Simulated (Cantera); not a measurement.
Input: 1 mol Ti(OiPr)₄, 4.4 mol CH₄, held at 925 °C and 0.000170 bar.

Method: chemical equilibrium by Gibbs-energy minimisation in Cantera with the NASA 1993 tables (ideal gas, pure condensed phases). Candidate condensed phases: C, C₆H₆, C₇H₈, C₈H₁₈, H₂O, Ti, TiC, TiO, TiO₂, Ti₂O₃, Ti₃O₅, Ti₄O₇; 113 gas species. The feed counts by its element totals alone. TiC: taken at fixed stoichiometry. Kinetics and transport are ignored.

Base state: H₂ 0.851, CO 0.149, H 1.35e-5 (mole fractions); condensed: C(graphite) + TiC(s).

What changes in the equilibrium state with this change: pressure from 0.000170 bar to 0.140 bar?


```json
[
 {"species": "H₂", "before": "0.851", "after": "0.908"},
 {"species": "CO", "before": "0.149", "after": "0.0897"},
 {"species": "CH₄", "before": "1.97e-6", "after": "0.00185"},
 {"species": "H₂O", "before": "5.72e-7", "after": "0.000302"},
 {"species": "CO₂", "before": "7.35e-8", "after": "2.18e-5"},
 {"species": "H", "before": "1.35e-5", "after": "4.86e-7"},
 {"species": "C(graphite), mol", "before": "11.4", "after": "14.1"},
 {"species": "TiC(s), mol", "before": "1.00", "after": "0"},
 {"species": "Ti₄O₇(s), mol", "before": "0", "after": "0.250"}
]
```
Condensed phases not in the tables: Magnéli phases beyond Ti₄O₇.
